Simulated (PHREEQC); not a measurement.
Solution (25 °C): 6.4 mmol/kgw HNO3, 0.53 mmol/kgw KNO3 and 1.7 mmol/kgw CO2. Closed to the air; pH follows from the charge balance.

Computed with PHREEQC (ion-association model, phreeqc.dat).

This is a speciation only: nothing precipitates in the calculation.

Question: What pH, specific conductance does the model give?

Answer: pH 2.23; specific conductance 2610 µS/cm.
